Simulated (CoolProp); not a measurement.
CF4 (R14) along the isotherm -41.65 °C: fugacity coefficient from the reference equation and from simpler models built on Tc = -45.8 °C, pc = 3762 kPa, ω = 0.178; each cubic takes its own stable root.

Model: reference Helmholtz-energy equation of state, Platzer 1990, in CoolProp. This equation is an older, rougher fit; its heat capacities, sound speeds and derivatives of the liquid may be far off and weren't checked against measurements.

```
p (kPa)          phase  reference
-------  -------------  ---------
3760               gas     0.6886
7520     supercritical     0.4253
11300    supercritical     0.3311
15000    supercritical     0.2881
18800    supercritical     0.2650
22600    supercritical     0.2531
26300    supercritical     0.2479
30100    supercritical     0.2471
33900    supercritical     0.2497
37600    supercritical     0.2549
```

How far does each simpler model (van der Waals, Redlich-Kwong, Soave-Redlich-Kwong, Peng-Robinson) lie from the reference over these 10 states: mean and median of the absolute difference, and the worst?


- van der Waals: mean 27.0 %, median 26.9 %, worst +50.7 % at -41.65 °C and 37600 kPa
- Redlich-Kwong: mean 3.4 %, median 4.1 %, worst +4.4 % at -41.65 °C and 30100 kPa
- Soave-Redlich-Kwong: mean 4.4 %, median 5.3 %, worst +5.6 % at -41.65 °C and 30100 kPa
- Peng-Robinson: mean 6.0 %, median 5.5 %, worst -10.8 % at -41.65 °C and 37600 kPa
